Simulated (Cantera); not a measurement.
An isothermal, constant-pressure homogeneous reactor starts with CH4 : N2 = 1 : 11 (molar parts), at 1998 K and 100000 Pa. Integrator tolerance rtol = 1e-08.

Computed with Cantera and GRI-Mech 3.0 (53 species, 325 reactions). GRI-Mech 3.0 stops at C3 and has no aromatics, soot or wall deposition, so with more carbon than oxygen in the feed, carbon stays in small species such as C2H2 where larger ones or solid carbon would form.

Problem. What does this change do: CH4 1 to 0.11 parts?

Solution. 
```
quantity                                             before                                      after
----------------  -----------------------------------------  -----------------------------------------
x(CH4) at 100 s    0.000109 (gas-phase equilibrium 5.70e-5)    8.34e-7 (gas-phase equilibrium 3.78e-7)
x(C2H4) at 100 s    2.65e-5 (gas-phase equilibrium 7.01e-6)    4.54e-7 (gas-phase equilibrium 1.91e-8)
x(H) at 100 s     0.000548 (gas-phase equilibrium 0.000548)  0.000195 (gas-phase equilibrium 0.000195)
x(C2H) at 100 s     3.01e-6 (gas-phase equilibrium 7.96e-7)    1.14e-6 (gas-phase equilibrium 4.79e-8)
x(CH3) at 100 s     1.02e-5 (gas-phase equilibrium 5.35e-6)    2.20e-7 (gas-phase equilibrium 9.96e-8)
x(C2H6) at 100 s   1.51e-9 (gas-phase equilibrium 4.11e-10)    1.13e-12 (gas-phase equilibrium <1e-12)
x(C2H2) at 100 s     0.0340 (gas-phase equilibrium 0.00900)   0.00459 (gas-phase equilibrium 0.000193)
```
